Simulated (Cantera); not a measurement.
Feed: 1 mol CH3Cl, a varied amount of H2, equilibrated at 1.00 bar.

Cantera equilibrium calculation (NASA polynomials, part measured and part estimated; ideal gas, pure solids and liquids). Candidate condensed phases: C, C6H6, C7H8, C8H18; 91 gas species. Kinetics and transport are ignored.

**Question.** What condenses at these points (T in °C, n(H2) in mol): (3027, 1.3); (2677, 1.6); (2677, 2.6); (3027, 3.4); (2727, 2.6)?

**Answer.** 
| T (°C) | n(H2) in mol | condensed phases | C condensed (%) |
|---|---|---|---|
| 3027 | 1.3 | C | 32.1 |
| 2677 | 1.6 | C | 72.6 |
| 2677 | 2.6 | C | 62.4 |
| 3027 | 3.4 | gas only | 0.0 |
| 2727 | 2.6 | C | 56.4 |
